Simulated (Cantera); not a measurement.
A freely propagating, adiabatic, planar premixed flame of 24.7 % H2, 15.8 % O2, 59.5 % N2, equivalence ratio 0.78, unburnt at 623 K and 0.543 atm; multicomponent transport, grid criteria slope 0.08 and curve 0.16, no radiation.

Computed with Cantera and the H2/O2 subset of GRI-Mech 3.0, which has no nitrogen chemistry. Burning velocities carry a grid error of a few per cent, more on coarse grids.

x: mole fraction of selected species; z is measured from the peak of heat release.

```csv
z (mm),T (K),u (m/s),x H2,x O2,x HO2,x O,x OH,x H2O2
-3.03,623,6.32,0.247,0.158,<1e-8,<1e-8,<1e-8,<1e-8
-2.02,623,6.32,0.247,0.158,<1e-8,<1e-8,<1e-8,<1e-8
-1.51,623,6.32,0.247,0.158,<1e-8,<1e-8,<1e-8,<1e-8
-1.01,623,6.32,0.247,0.158,6.13e-7,<1e-8,<1e-8,<1e-8
-0.504,634,6.41,0.244,0.158,0.000153,8.62e-6,4.37e-5,2.13e-6
-0.252,___,7.86,0.217,0.154,0.000122,0.000331,0.000598,6.50e-6
0,___,11.4,0.115,0.116,5.72e-5,0.00647,0.00372,3.70e-6
0.252,___,14.1,0.0406,0.0654,2.80e-5,0.0150,0.00997,2.62e-6
0.504,___,15.3,0.0297,0.0542,1.98e-5,0.0161,0.0131,1.52e-6
1.01,___,16.6,0.0273,0.0500,1.45e-5,0.0142,0.0157,7.87e-7
2.02,1933,17.8,0.0240,0.0467,1.02e-5,0.0113,0.0173,4.24e-7
4.04,2079,19.0,0.0189,0.0437,6.81e-6,0.00801,0.0175,2.59e-7
8.07,2201,19.9,0.0131,0.0413,4.58e-6,0.00505,0.0159,1.86e-7
```

Task: Some entries are withheld; supply them.

Result: 
- -0.252, T (K): 791
- 0, T (K): 1187
- 0.252, T (K): 1483
- 0.504, T (K): 1626
- 1.01, T (K): 1778
